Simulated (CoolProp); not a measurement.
Values from CoolProp's reference Helmholtz-energy equation of state, Lemmon 2016.

Task: For R227EA, give the phase and the cp (kJ/(kg K)), cv (kJ/(kg K)), Joule-Thomson coefficient (K/MPa) at 133.35 °C and 0.0831 MPa.

Result: 
- 133.35 °C and 0.0831 MPa: gas; cp 0.959, cv 0.908, Joule-Thomson coefficient 6.67
